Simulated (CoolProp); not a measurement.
A simple Rankine cycle with chloromethane (R40): condensing at 333.15 K, boiler at 4.63 MPa, turbine inlet 499 K, turbine efficiency 0.65, pump efficiency 0.6, no recuperator. Each further row changes one setting.

Model: reference Helmholtz-energy equation of state, Thol 2014, in CoolProp.

| case | thermal efficiency (%) | net work (kJ/kg) | heat in (kJ/kg) | turbine exit temperature (K) | volume ratio over the turbine |
|---|---|---|---|---|---|
| as stated | 9.2 | 43.7 | 477 | ___ | ___ |
| condensing temperature 325.15 K | ___ | ___ | ___ | 417.5 | 3.58 |
| boiler pressure 3.24 MPa | 6.9 | ___ | 493 | 451.0 | 2.14 |
| turbine efficiency 0.55 | 7.5 | 36.0 | 477 | 434.2 | 3.07 |

Problem. Complete the blanks.

Solution. 
- as stated, turbine exit temperature (K): 427.2
- as stated, volume ratio over the turbine: 3.00
- condensing temperature 325.15 K, thermal efficiency (%): 10.3
- condensing temperature 325.15 K, net work (kJ/kg): 50.6
- condensing temperature 325.15 K, heat in (kJ/kg): 490
- boiler pressure 3.24 MPa, net work (kJ/kg): 33.8
